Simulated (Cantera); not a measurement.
Si2Cl6 + NH3 + H2 + N2 (silicon nitride deposition)

Input: 1 mol Si2Cl6, a varied amount of NH3, 0.22 mol H2, 2.3 mol N2, at 950 °C and 490 Pa.

Cantera equilibrium calculation (NASA polynomials, part measured and part estimated; ideal gas, pure solids and liquids). Candidate condensed phases: NH4Cl, Si, Si3N4; 28 gas species. The feed counts by its element totals alone. The tables' values for SiCl3 are old estimates; treat these amounts as uncertain. Equilibrium is a limit: real reactors are often held back by kinetics, nucleation or transport.

| n(NH3) (mol) | x H2 | x HCl | x N2 | x SiCl4 | x SiCl3 | x SiCl2 | x SiHCl3 | x Cl | n Si3N4(s) |
|---|---|---|---|---|---|---|---|---|---|
| 1.5 | 0.137 | 0.432 | 0.320 | 0.0992 | 0.00674 | 0.00365 | 0.000972 | 4.32e-6 | 0.409 |
| 2.3 | 0.201 | 0.447 | 0.288 | 0.0565 | 0.00450 | 0.00286 | 0.000785 | 3.69e-6 | 0.480 |
| 3.1 | 0.255 | 0.435 | 0.270 | 0.0330 | 0.00304 | 0.00223 | 0.000597 | 3.19e-6 | 0.533 |
| 3.9 | 0.302 | 0.414 | 0.261 | 0.0197 | 0.00207 | 0.00174 | 0.000443 | 2.78e-6 | 0.572 |
| 4.7 | 0.343 | 0.387 | 0.255 | 0.0119 | 0.00143 | 0.00137 | 0.000325 | 2.45e-6 | 0.599 |
| 5.5 | 0.378 | 0.360 | 0.252 | 0.00739 | 0.00100 | 0.00108 | 0.000239 | 2.17e-6 | 0.618 |
| 6.3 | 0.409 | 0.334 | 0.250 | 0.00471 | 0.000715 | 0.000865 | 0.000178 | 1.93e-6 | 0.630 |
| 7.1 | 0.436 | 0.311 | 0.249 | 0.00310 | 0.000523 | 0.000702 | 0.000134 | 1.74e-6 | 0.639 |
| 7.9 | 0.459 | 0.289 | 0.248 | 0.00210 | 0.000390 | 0.000579 | 0.000103 | 1.58e-6 | 0.646 |
| 8.7 | 0.480 | 0.270 | 0.248 | 0.00146 | 0.000298 | 0.000483 | 8.03e-5 | 1.44e-6 | 0.650 |
x: gas mole fraction; n: condensed amount in mol.

From 1.5 mol NH3 to 8.7 mol NH3 the condensed part is Si3N4(s). The main Si-bearing gas is SiCl4 throughout. The share of Si in condensed phases is highest at 8.7 mol NH3 (97.5 %) and lowest at 1.5 mol NH3 (61.4 %).
